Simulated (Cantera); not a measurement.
Input (Python, Cantera):

```python
import numpy as np
import cantera as ct

gas = ct.Solution("gri30.yaml")
gas.TPX = 1123, 101325, {'N2O': 1, 'H2O': 0.0051}
inlet = ct.Reservoir(gas, clone=True)

reactor = ct.IdealGasConstPressureReactor(gas, energy="off", clone=False)
exhaust = ct.Reservoir(gas, clone=True)
tau = [22, 6.5, 1.9, 0.54, 0.16, 0.045, 0.013, 0.0038][0]
for a, b in ((inlet, reactor), (reactor, exhaust)):
    ct.MassFlowController(a, b, mdot=lambda t: reactor.mass / tau)
net = ct.ReactorNet([reactor])
show = ['N2O', 'H2O', 'H2O2', 'O2', 'HO2', 'H2', 'O']

rows = []
print(f"{'tau/s':>10s}{'T/K':>9s}" + "".join(f"{s:>11s}" for s in show))
for tau in [22, 6.5, 1.9, 0.54, 0.16, 0.045, 0.013, 0.0038]:
    net.initial_time = 0.0
    net.advance(30 * tau)
    before = gas.X
    net.advance(40 * tau)
    drift = np.max(np.abs(gas.X - before) / (gas.X + 1e-9))
    rows.append([gas.T, *gas[show].X, drift])
    print(f"{tau:10.3e}{gas.T:9.1f}" + "".join(f"{x:11.3e}" for x in gas[show].X))
```

It prints:

```
     tau/s      T/K        N2O        H2O       H2O2         O2        HO2         H2          O
 2.200e+01   1123.0  2.386e-01  3.792e-03  2.038e-09  2.404e-01  8.539e-09  5.214e-10  2.323e-07
 6.500e+00   1123.0  4.829e-01  4.206e-03  3.036e-09  1.608e-01  1.453e-08  7.468e-10  3.235e-07
 1.900e+00   1123.0  7.437e-01  4.648e-03  3.845e-09  7.831e-02  3.036e-08  1.018e-09  3.941e-07
 5.400e-01   1123.0  9.043e-01  4.920e-03  3.926e-09  2.808e-02  7.570e-08  1.297e-09  4.335e-07
 1.600e-01   1123.0  9.658e-01  5.024e-03  3.477e-09  8.985e-03  1.784e-07  1.649e-09  4.552e-07
 4.500e-02   1123.0  9.865e-01  5.059e-03  3.908e-09  2.585e-03  3.657e-07  2.049e-09  4.717e-07
 1.300e-02   1123.0  9.925e-01  5.069e-03  6.489e-09  7.505e-04  5.925e-07  1.717e-09  4.804e-07
 3.800e-03   1123.0  9.942e-01  5.072e-03  6.241e-09  2.191e-04  6.368e-07  7.645e-10  4.825e-07
```

Model: GRI-Mech 3.0 (53 species, 325 reactions), integrated in Cantera. GRI-Mech 3.0 was tuned for natural gas; its chemistry of N2O as a main component is partial and can be far from experiment. The mechanism lacks the step 2 NO + O2 → 2 NO2, which can matter for NO2 below about 1400 K. The temperature is held fixed by assumption; the heat of reaction is taken as removed at once.
